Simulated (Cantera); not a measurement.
## Equilibrium for thermal oxidation and active oxidation of silicon: Si + CO₂ + N₂

Feed: 1 mol Si, 0.033 mol CO₂, 800 mol N₂, held at 875 °C.

Cantera equilibrium calculation (NASA polynomials, part measured and part estimated; ideal gas, pure solids and liquids). Candidate condensed phases: C, Si, SiC, SiO₂, Si₂N₂O, Si₃N₄; 34 gas species. N₂ is the only nitrogen source here; it is nearly inert below about 1500 K, so the nitride shown seldom forms there in practice. Mutual solubility and eutectic melting of coexisting phases are not modelled. Rates play no part.

```json
[
 {"P (Pa)": "0.100", "log p N₂": "-6.00", "log p CO": "-10.96", "log p SiO": "-11.71", "log p Si": "-14.26", "n SiC(s)": "0.0242", "n Si₂N₂O(s)": "0.0556", "n Si₃N₄(s)": "0.288", "n C(graphite)": "0"},
 {"P (Pa)": "1", "log p N₂": "-5.00", "log p CO": "-9.96", "log p SiO": "-12.04", "log p Si": "-14.92", "n SiC(s)": "0.0242", "n Si₂N₂O(s)": "0.0571", "n Si₃N₄(s)": "0.287", "n C(graphite)": "0"},
 {"P (Pa)": "10", "log p N₂": "-4.00", "log p CO": "-8.96", "log p SiO": "-12.37", "log p Si": "-15.59", "n SiC(s)": "0.0242", "n Si₂N₂O(s)": "0.0572", "n Si₃N₄(s)": "0.287", "n C(graphite)": "0"},
 {"P (Pa)": "100", "log p N₂": "-3.00", "log p CO": "-8.56", "log p SiO": "-12.71", "log p Si": "<-15", "n SiC(s)": "0", "n Si₂N₂O(s)": "0.0638", "n Si₃N₄(s)": "0.291", "n C(graphite)": "0.0308"},
 {"P (Pa)": "1000", "log p N₂": "-2.00", "log p CO": "-8.22", "log p SiO": "-13.04", "log p Si": "<-14", "n SiC(s)": "0", "n Si₂N₂O(s)": "0.0655", "n Si₃N₄(s)": "0.290", "n C(graphite)": "0.0325"},
 {"P (Pa)": "10000", "log p N₂": "-1.00", "log p CO": "-7.89", "log p SiO": "<-13", "log p Si": "<-13", "n SiC(s)": "0", "n Si₂N₂O(s)": "0.0659", "n Si₃N₄(s)": "0.289", "n C(graphite)": "0.0329"},
 {"P (Pa)": "100000", "log p N₂": "0.00", "log p CO": "-7.56", "log p SiO": "<-12", "log p Si": "<-12", "n SiC(s)": "0", "n Si₂N₂O(s)": "0.0660", "n Si₃N₄(s)": "0.289", "n C(graphite)": "0.0330"},
 {"P (Pa)": "1000000", "log p N₂": "1.00", "log p CO": "-7.22", "log p SiO": "<-11", "log p Si": "<-11", "n SiC(s)": "0", "n Si₂N₂O(s)": "0.0660", "n Si₃N₄(s)": "0.289", "n C(graphite)": "0.0330"}
]
```
log p: log10 of the partial pressure in bar; n: condensed amount in mol.

From 0.100 Pa to 10.0 Pa the condensed part is SiC(s) + Si₂N₂O(s) + Si₃N₄(s). From 1.00 mbar to 10.0 bar the condensed part is C(graphite) + Si₂N₂O(s) + Si₃N₄(s).
